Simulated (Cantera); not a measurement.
A perfectly stirred reactor is fed with H₂ : O₂ : N₂ = 0.1 : 1 : 0.016 (molar parts), equivalence ratio 0.050, at 20.0 Torr; it is held at 1325 K, and followed from long to short residence time.

Cantera simulation using GRI-Mech 3.0 (53 species, 325 reactions); the numbers are that mechanism's predictions, not measurements. Radical loss at walls, strong at low pressure, is not modelled. The temperature is held fixed by assumption; the heat of reaction is taken as removed at once.

x: mole fraction; the columns are a selection and need not sum to one.

| τ (s) | x H₂ | x O₂ | x H₂O | x H | x OH |
|---|---|---|---|---|---|
| 12 | 3.16e-5 | 0.890 | 0.0934 | 1.01e-5 | 0.000726 |
| 2.2 | 9.42e-5 | 0.889 | 0.0930 | 5.53e-5 | 0.00128 |
| 0.40 | 0.000276 | 0.887 | 0.0920 | 0.000297 | 0.00224 |
| 0.073 | (withheld) | 0.879 | 0.0897 | (withheld) | (withheld) |
| 0.013 | 0.00199 | 0.862 | 0.0840 | 0.00588 | 0.00605 |
| 0.0024 | 0.00466 | 0.844 | 0.0750 | 0.0135 | 0.00827 |
| 0.00043 | (withheld) | 0.843 | (withheld) | (withheld) | (withheld) |

Task: Some entries are withheld; supply them.

Result: 
- 0.073, x H₂: 0.000770
- 0.073, x H: 0.00147
- 0.073, x OH: 0.00382
- 0.00043, x H₂: 0.0138
- 0.00043, x H₂O: 0.0616
- 0.00043, x H: 0.0182
- 0.00043, x OH: 0.0107
